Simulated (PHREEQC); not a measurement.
Solution (40 °C): 1.6 mmol/kgw ZnCl2. Closed to the air; pH follows from the charge balance.

Equilibrium calculation in PHREEQC: ion-association model, phreeqc.dat.

Precipitation was switched off in this run.

**Question.** Predict the pH.

**Answer.** pH 5.70.

**Question.** In which forms is Zn present?

**Answer.** Zn+2 99 %, ZnCl+ 1.2 % of the Zn.

Constants without temperature data keep their 25 °C values here.
